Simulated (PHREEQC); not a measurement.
Make-up at 25 °C: 130 mmol/kgw HF, 0.86 mmol/kgw NaF and 0.25 mmol/kgw H2SiF6. Closed to the air; pH follows from the charge balance.

Model: ion-association model, wateq4f.dat, run in PHREEQC.

| quantity | before | after |
|---|---|---|
| pH | 2.07 | 0.99 |
| ionic strength (mol/kgw) | 0.0104 | 0.128 |
| HF (mol/kgw) | 0.0829 | 0.0158 |
| H2F2 (mol/kgw) | 0.0180 | 0.000673 |
| F- (mol/kgw) | 0.00730 | 0.000142 |
| HF2- (mol/kgw) | 0.00233 | 8.89e-6 |
| SI of Quartz (SiO2) | -8.59 | -2.46 |

Task: What was changed between the two runs?
A) temperature from 25 to 80 °C
B) H2SiF6 from 0.00025 to 0.000275 mol/kgw
C) HF replaced by HBF4 at the same molality
D) HF left out
E) HF from 0.13 to 0.013 mol/kgw

Result: C, HF replaced by HBF4 at the same molality

No solid was allowed to form. SiF6-2 is the database's only silicon fluoride. Real BF4- forms and hydrolyses slowly; the run takes it at equilibrium.
